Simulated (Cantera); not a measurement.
A closed system holds: 1 mol (CH₃)₂SiCl₂, 0.13 mol C₃H₈, 38 mol H₂, held at 66.0 Torr.

Cantera equilibrium calculation (NASA polynomials, part measured and part estimated; ideal gas, pure solids and liquids). Candidate condensed phases: C, C₆H₆, C₇H₈, C₈H₁₈, Si, SiC; 109 gas species. The feed counts by its element totals alone. The tables' values for SiCl are old estimates; treat these amounts as uncertain. Gases not in the tables: Si₂H₆ and higher silanes. The numbers say what is thermodynamically allowed, not how fast it happens.

x: gas mole fraction; n: condensed amount in mol.

```json
[
 {"T (K)": "1873", "x H₂": "0.951", "x H": "0.00212", "x HCl": "0.0465", "x C₂H₂ (acetylene)": "0.000297", "x Si": "3.33e-6", "x Cl": "…", "x SiC₂": "7.30e-8", "n C(graphite)": "1.37", "n SiC(s)": "0.991"},
 {"T (K)": "1923", "x H₂": "0.950", "x H": "0.00309", "x HCl": "0.0464", "x C₂H₂ (acetylene)": "0.000429", "x Si": "7.86e-6", "x Cl": "…", "x SiC₂": "2.24e-7", "n C(graphite)": "1.36", "n SiC(s)": "0.989"},
 {"T (K)": "1973", "x H₂": "0.948", "x H": "0.00443", "x HCl": "0.0462", "x C₂H₂ (acetylene)": "0.000607", "x Si": "1.78e-5", "x Cl": "…", "x SiC₂": "6.47e-7", "n C(graphite)": "1.35", "n SiC(s)": "0.987"},
 {"T (K)": "2023", "x H₂": "0.946", "x H": "0.00623", "x HCl": "0.0460", "x C₂H₂ (acetylene)": "0.000845", "x Si": "3.86e-5", "x Cl": "…", "x SiC₂": "1.77e-6", "n C(graphite)": "1.33", "n SiC(s)": "0.984"},
 {"T (K)": "2073", "x H₂": "0.944", "x H": "0.00861", "x HCl": "0.0458", "x C₂H₂ (acetylene)": "0.00116", "x Si": "8.06e-5", "x Cl": "…", "x SiC₂": "4.63e-6", "n C(graphite)": "1.31", "n SiC(s)": "0.979"},
 {"T (K)": "2123", "x H₂": "0.940", "x H": "0.0117", "x HCl": "0.0455", "x C₂H₂ (acetylene)": "0.00156", "x Si": "0.000163", "x Cl": "…", "x SiC₂": "1.15e-5", "n C(graphite)": "1.28", "n SiC(s)": "0.972"},
 {"T (K)": "2173", "x H₂": "0.936", "x H": "0.0157", "x HCl": "0.0452", "x C₂H₂ (acetylene)": "0.00206", "x Si": "0.000317", "x Cl": "…", "x SiC₂": "2.75e-5", "n C(graphite)": "1.25", "n SiC(s)": "0.960"},
 {"T (K)": "2223", "x H₂": "0.930", "x H": "0.0208", "x HCl": "0.0447", "x C₂H₂ (acetylene)": "0.00270", "x Si": "0.000601", "x Cl": "…", "x SiC₂": "6.30e-5", "n C(graphite)": "1.21", "n SiC(s)": "0.939"},
 {"T (K)": "2273", "x H₂": "0.922", "x H": "0.0272", "x HCl": "0.0442", "x C₂H₂ (acetylene)": "0.00348", "x Si": "0.00111", "x Cl": "…", "x SiC₂": "0.000139", "n C(graphite)": "1.17", "n SiC(s)": "0.903"},
 {"T (K)": "2323", "x H₂": "0.912", "x H": "0.0351", "x HCl": "0.0436", "x C₂H₂ (acetylene)": "0.00442", "x Si": "0.00198", "x Cl": "…", "x SiC₂": "0.000296", "n C(graphite)": "1.13", "n SiC(s)": "0.841"},
 {"T (K)": "2373", "x H₂": "0.900", "x H": "0.0447", "x HCl": "0.0427", "x C₂H₂ (acetylene)": "0.00554", "x Si": "0.00346", "x Cl": "…", "x SiC₂": "0.000610", "n C(graphite)": "1.10", "n SiC(s)": "0.733"},
 {"T (K)": "2423", "x H₂": "0.884", "x H": "0.0562", "x HCl": "0.0417", "x C₂H₂ (acetylene)": "0.00684", "x Si": "0.00592", "x Cl": "…", "x SiC₂": "0.00122", "n C(graphite)": "1.09", "n SiC(s)": "0.547"}
]
```

Question: Fill in the missing entries.

Answer: 
- 1873, x Cl: 7.86e-5
- 1923, x Cl: 0.000114
- 1973, x Cl: 0.000161
- 2023, x Cl: 0.000225
- 2073, x Cl: 0.000309
- 2123, x Cl: 0.000417
- 2173, x Cl: 0.000554
- 2223, x Cl: 0.000727
- 2273, x Cl: 0.000941
- 2323, x Cl: 0.00120
- 2373, x Cl: 0.00152
- 2423, x Cl: 0.00189
